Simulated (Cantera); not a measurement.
# Stirred combustor or abatement burner

A perfectly stirred reactor is fed with CH₄ : O₂ : N₂ = 1 : 2.78 : 10.4 (molar parts), equivalence ratio 0.72, at 1.00 atm; it is adiabatic with a 625 K inlet, and is followed from long to short residence time, starting on the burning branch (τ in s: 0.16, 0.057, 0.02, 0.0068, 0.0024, 0.00082, 0.00028, 9.8e-05, 3.4e-05).

Model: GRI-Mech 3.0 (53 species, 325 reactions), integrated in Cantera.

```csv
τ (s),T (K),x CH₄,x O₂,x H,x H₂O,x NO
0.16,2108,2.29e-6,0.0543,8.31e-5,0.139,0.000881
0.057,2104,5.60e-6,0.0546,0.000117,0.138,0.000431
0.020,2092,1.25e-5,0.0550,0.000213,0.138,0.000229
0.0068,2066,2.65e-5,0.0556,0.000481,0.136,0.000130
0.0024,2025,5.40e-5,0.0567,0.00109,0.134,7.60e-5
0.00082,1961,0.000119,0.0586,0.00235,0.130,4.40e-5
0.00028,1876,0.000296,0.0620,0.00425,0.126,2.54e-5
9.8e-5,1767,0.000940,0.0692,0.00562,0.122,1.21e-5
3.4e-5,625,0.0705,0.196,<1e-12,<1e-12,<1e-12
```
x: mole fraction; the columns are a selection and need not sum to one.
